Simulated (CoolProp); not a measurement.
Vapour-liquid equilibrium of propylene (1) + cyclohexane (2) at 37.55 °C; x and y are mole fractions of (1).

Model: multi-fluid Helmholtz-energy mixture model, Lemmon 2013 and Zhou 2014; pair parameters Bell 2016, in CoolProp.

| x | bubble pressure (kPa) | y at the bubble point | dew pressure at overall composition x (kPa) | liquid density (mol/L) |
|---|---|---|---|---|
| 0.05 | 110.1 | 0.800 | ? | 9.196 |
| 0.125 | 235.8 | 0.909 | 25.50 | 9.414 |
| 0.2 | ? | 0.942 | 27.89 | 9.637 |
| 0.275 | 469.8 | 0.957 | 30.77 | 9.863 |
| 0.35 | 580.1 | 0.967 | 34.31 | ? |
| 0.425 | 687.1 | 0.974 | 38.76 | 10.32 |
| 0.5 | 792.0 | ? | 44.54 | 10.55 |
| 0.575 | ? | 0.982 | 52.34 | 10.77 |
| 0.65 | 999.4 | 0.986 | 63.44 | ? |
| 0.725 | 1105 | 0.989 | 80.50 | ? |
| 0.8 | 1214 | 0.992 | 110.1 | 11.35 |
| 0.875 | 1331 | 0.994 | 173.9 | 11.48 |
| 0.95 | 1461 | 0.998 | 408.8 | 11.52 |

Some entries are withheld; supply them.


- 0.05, dew pressure at overall composition x (kPa): 23.49
- 0.2, bubble pressure (kPa): 355.4
- 0.35, liquid density (mol/L): 10.09
- 0.5, y at the bubble point: 0.978
- 0.575, bubble pressure (kPa): 895.7
- 0.65, liquid density (mol/L): 10.99
- 0.725, liquid density (mol/L): 11.18

No azeotrope shows between x = 0.05 and 0.95.

Pair parameters are fitted to limited data, so mixtures are less certain than the pure fluids. The gap from Raoult's law changes sign with composition, which may be real or a fault of the pair parameters; it wasn't checked against measurements.
